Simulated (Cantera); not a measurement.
Low-pressure radical oxidation in H2/O2

An isothermal, constant-pressure homogeneous reactor starts with 17.4 % H2, 72.5 % O2, 10.1 % N2, equivalence ratio 0.12, at 1248 K and 3.53 Torr.

Detailed kinetics in Cantera: GRI-Mech 3.0 (53 species, 325 reactions). Radical loss at walls, strong at low pressure, is not modelled. The temperature is held fixed by assumption; the heat of reaction is taken as removed at once.

```tsv
t (s)	x H2	x O2	x HO2	x H2O2	x NO
0.000600	0.174	0.725	5.86e-8	1.29e-10	<1e-12
0.00270	0.144	0.707	1.22e-6	3.33e-8	3.34e-11
0.0121	0.00762	0.622	2.20e-6	7.96e-8	1.10e-7
0.0545	0.00609	0.643	2.32e-6	9.25e-8	4.74e-7
0.245	0.00190	0.683	2.09e-6	1.04e-7	8.32e-7
1.10	0.000114	0.697	5.52e-7	4.03e-8	8.63e-7
4.95	7.54e-6	0.698	6.29e-8	8.77e-9	8.64e-7
22.2	9.13e-7	0.698	1.54e-8	1.94e-9	8.64e-7
100	1.80e-7	0.698	1.68e-8	5.49e-10	8.64e-7
```
x: mole fraction; the columns are a selection and need not sum to one.

Equilibrium at this temperature and pressure: H2 1.11e-7, O2 0.698, HO2 1.99e-8, H2O2 3.95e-10, NO 0.000191 (gas phase only).
